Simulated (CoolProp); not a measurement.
Vapour-liquid equilibrium of methane (1) + ethylene (2) at 0.282 MPa; x and y are mole fractions of (1).

The numbers come from the multi-fluid Helmholtz-energy mixture model, Setzmann 1991 and Smukala 2000; pair parameters Bell 2016 in CoolProp.

### Question
Give the bubble temperature and the first vapour's composition at x = 0.05, 0.2, 0.95. Is there an azeotrope?

### Answer
x = 0.05: -98.5 °C, y = 0.519; x = 0.2: -123.7 °C, y = 0.917; x = 0.95: -146.6 °C, y = 0.999. No azeotrope shows between x = 0.05 and 0.95.

The pair parameters rest on a limited set of measurements; away from them the model extrapolates.
